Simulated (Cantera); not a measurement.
Input (Python, Cantera) and output of one run.

```python
import numpy as np
import cantera as ct

gas_names = """
    N NO NO2 NO3 N2 N2O O O2 O3 Pb PbO Pb2
""".split()
cond_names = """
    Pb(cr) Pb(L) PbO(rd) PbO(yw) PbO(L) PbO2(s) Pb3O4(s)
""".split()


def load(file, names, dense=False):
    # The tables refer to 1 bar. Condensed volumes are neglected.
    table = {s.name: s for s in ct.Species.list_from_file(file)}
    out = []
    for n in names:
        d = dict(table[n].input_data)
        d["thermo"] = dict(d["thermo"], **{"reference-pressure": 1e5})
        if dense:
            d["equation-of-state"] = {"model": "constant-volume", "density": "1e6 g/cm^3"}
        out.append(ct.Species.from_dict(d))
    return out


gas = ct.Solution(thermo="ideal-gas", species=load("nasa_gas.yaml", gas_names))
cond = {s.name: ct.Solution(thermo="fixed-stoichiometry", species=[s], name=s.name)
        for s in load("nasa_condensed.yaml", cond_names, dense=True)}
atoms = {
    'PbO': {'Pb': 1, 'O': 1},
    'O2': {'O': 2},
    'N2': {'N': 2},
}
top_T = {'Pb3O4(s)': 820}  # K; cautious upper limits of use, not melting points


def equilibrate(T, P, feed):
    n = {}
    for name, mol in feed.items():
        for a, k in atoms[name].items():
            n[a] = n.get(a, 0.0) + k * mol
    gas.TPX = T, P, n
    mass = sum(n.values()) * gas.mean_molecular_weight
    gas.equilibrate("TP")
    valid = [c for c in cond.values() if c.min_temp <= T <= top_T.get(c.name, c.max_temp)]
    mix = ct.Mixture([(gas, mass / gas.mean_molecular_weight)] + [(c, 0.0) for c in valid])
    mix.T, mix.P = T, P
    mix.equilibrate("TP", solver="vcs", rtol=1e-11, max_steps=5000)
    return mix


results = []
feed = {'PbO': 1, 'O2': 0.8, 'N2': 0.17}  # mol
P = 10000  # Pa
for T in [873, 923, 973, 1023, 1073, 1123, 1173, 1223, 1273]:
    mix = equilibrate(T, P, feed)
    results.append((T, P, feed, dict(zip(mix.species_names, mix.species_moles))))

top = {s: max(r[3][s] / sum(r[3][g] for g in gas_names) for r in results) for s in gas_names}
cols = sorted((s for s in top if top[s] > 0.0001), key=lambda s: -top[s])[:7]
seen = [c for c in cond_names if any(r[3].get(c, 0) > 1e-12 for r in results)]
print("log10 of partial pressures in bar; condensed amounts in mol")
print(f"{'T/K':>10s}" + "".join(f"{s[:9]:>10s}" for s in cols + seen))
for T, P, feed, n in results:
    ng = sum(n[g] for g in gas_names)
    print(f"{T:10.4g}" + "".join(f"{np.log10(max(n[s] / ng * P / 1e5, 1e-99)):10.3f}" for s in cols)
          + "".join(f"{n.get(c, 0):10.4g}" for c in seen))
```

Result:

```
log10 of partial pressures in bar; condensed amounts in mol
       T/K        O2        N2       PbO        NO   PbO(yw)    PbO(L)
       873    -1.084    -1.756    -8.627    -6.229         1         0
       923    -1.084    -1.756    -7.725    -5.932         1         0
       973    -1.084    -1.756    -6.917    -5.667         1         0
      1023    -1.084    -1.756    -6.192    -5.427         1         0
      1073    -1.084    -1.756    -5.536    -5.209         1         0
      1123    -1.084    -1.756    -4.941    -5.011    0.9999         0
      1173    -1.084    -1.757    -4.413    -4.830         0    0.9996
      1223    -1.084    -1.757    -3.965    -4.664         0    0.9989
      1273    -1.085    -1.758    -3.553    -4.511         0    0.9973
```

Cantera equilibrium calculation (NASA polynomials, part measured and part estimated; ideal gas, pure solids and liquids). Gases not in the tables: (PbO)n polymers.
